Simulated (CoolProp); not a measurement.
Model: reference Helmholtz-energy equation of state, Lemmon 2006, in CoolProp. It is a short technical equation, of lower accuracy than the large ones.

Question: Give the vapour pressure (MPa), liquid density (kg/m³), vapour density (kg/m³), surface tension (mN/m) of saturated carbonyl sulfide at 264.6, 323.7 K.

Answer: 
```
T (K)  p (MPa)  liquid density (kg/m³)  vapour density (kg/m³)  surface tension (mN/m)
-----  -------  ----------------------  ----------------------  ----------------------
264.6    0.500                    1080                    14.9                    13.4
323.7     2.30                     908                    68.4                    4.81
```

Surface tension comes from a separate correlation (Mulero 2012).
